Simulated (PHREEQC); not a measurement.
0.5 mol of CuF2:2H2O (CuF2:2H2O) is brought to equilibrium with 1 kg of water, at 25 °C under several pressures of CO2. Oxygen is held at 0.21 atm. The run lets CuF2:2H2O, Tenorite, Malachite precipitate or redissolve, and no other solid.

The numbers come from PHREEQC with the ion-association model, wateq4f.dat.

Q: Predict pH at log pCO2 (atm) = -4, -2, -1.5, 0.

A: 
| log pCO2 (atm) | pH |
|---|---|
| -4 | 4.79 |
| -2 | 4.72 |
| -1.5 | 4.60 |
| 0 | 4.23 |

Complexes and solids missing from the database can't appear.
